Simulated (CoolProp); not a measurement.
CF4 (R14) at 298.15 K and 0.158 MPa flows at 16 m/s in a round tube of 10 mm bore and 1.5 µm roughness, fully developed (64/Re and Nu = 3.66 if laminar; Colebrook and Gnielinski if turbulent). Each further row changes one setting.

Computed with CoolProp (reference Helmholtz-energy equation of state, Platzer 1990). This equation is an older, rougher fit.

```tsv
case	Reynolds number	Darcy friction factor	pressure drop (Pa/m)	heat-transfer coefficient (W/(m² K))	mass flow (kg/h)
as stated	52300	0.0212	___	185	25.5
velocity 32 m/s	105000	___	5380	___	___
diameter 20 mm	105000	0.0182	658	159	102
```

Task: Fill in the missing entries.

Result: 
- as stated, pressure drop (Pa/m): 1530
- velocity 32 m/s, Darcy friction factor: 0.0186
- velocity 32 m/s, heat-transfer coefficient (W/(m² K)): 325
- velocity 32 m/s, mass flow (kg/h): 51.0

Viscosity comes from a separate model (Huber 2003), an estimate that may be off by 10 % or more. Thermal conductivity comes from a separate model (Huber 2003), an estimate that may be off by 10 % or more.
